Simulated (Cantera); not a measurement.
Hydrocarbon pyrolysis for carbon deposition

A perfectly stirred reactor is fed with 4.55 % C₃H₈, 95.5 % H₂, at 20.0 Torr; it is held at 1800 K, and followed from long to short residence time.

Cantera simulation using GRI-Mech 3.0 (53 species, 325 reactions); the numbers are that mechanism's predictions, not measurements. GRI-Mech 3.0 was tuned for natural gas; its chemistry of propane as a main component is partial and can be far from experiment. GRI-Mech 3.0 stops at C3 and has no aromatics, soot or wall deposition, so with more carbon than oxygen in the feed, carbon stays in small species such as C2H2 where larger ones or solid carbon would form. Radical loss at walls, strong at low pressure, is not modelled.

```
τ (s)      x C₃H₈   x H₂    x CH₄    x C₂H    x CH₂      x H    x C₂H₄
-------  --------  -----  -------  -------  -------  -------  --------
1.3       1.44e-6  0.933  0.00880  1.16e-6  1.02e-6  0.00222   6.52e-5
0.53      3.48e-6  0.930   0.0128  1.16e-6  1.53e-6  0.00229  0.000107
0.23      7.82e-6  0.927   0.0175  1.17e-6  2.19e-6  0.00240  0.000189
0.095     1.82e-5  0.924   0.0235  1.18e-6  3.16e-6  0.00257  0.000367
0.040     4.10e-5  0.920   0.0297  1.21e-6  4.43e-6  0.00281  0.000712
0.017     9.07e-5  0.916   0.0358  1.23e-6  6.04e-6  0.00309   0.00136
0.0072   0.000200  0.912   0.0410  1.23e-6  7.97e-6  0.00343   0.00259
0.0030   0.000447  0.909   0.0449  1.19e-6  1.02e-5  0.00378   0.00489
0.0013   0.000966  0.907   0.0467  1.08e-6  1.25e-5  0.00409   0.00859
0.00055   0.00214  0.906   0.0462  8.38e-7  1.52e-5  0.00435    0.0140
0.00023   0.00479  0.908   0.0421  4.96e-7  1.80e-5  0.00440    0.0195
```
x: mole fraction; the columns are a selection and need not sum to one.
